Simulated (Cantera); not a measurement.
Standard-state values (1 bar) from the NASA 1993 polynomials, evaluated with Cantera. Values are per mole of reaction as written; species without (g) are pure solids or liquids, kept so even where they would boil at 1 bar.

CuF2 + CH3F(g) = 3 HF(g) + Cu + C

| T (K) | ΔH° (kJ) | ΔS° (J/K) | ΔG° (kJ) | log10 K | condensed phases |
|---|---|---|---|---|---|
| 850 | -43.9 | 258.2 | -263.4 | 16.19 | CuF2(s), Cu(s), C(graphite) |
| 900 | -45.1 | 256.9 | -276.3 | 16.03 | CuF2(s), Cu(s), C(graphite) |
| 950 | -46.3 | 255.6 | -289.1 | 15.89 | CuF2(s), Cu(s), C(graphite) |
| 1000 | … | … | … | … | CuF2(s), Cu(s), C(graphite) |
| 1050 | -49.0 | 252.9 | -314.5 | 15.65 | CuF2(s), Cu(s), C(graphite) |
| 1100 | -50.4 | 251.6 | -327.1 | 15.53 | CuF2(s), Cu(s), C(graphite) |
| 1150 | … | … | … | … | CuF2(l), Cu(s), C(graphite) |

### Question
Some entries are withheld; supply them.

### Answer

- 1000, ΔH° (kJ): -47.6
- 1000, ΔS° (J/K): 254.2
- 1000, ΔG° (kJ): -301.8
- 1000, log10 K: 15.77
- 1150, ΔH° (kJ): -107.4
- 1150, ΔS° (J/K): 200.2
- 1150, ΔG° (kJ): -337.6
- 1150, log10 K: 15.34
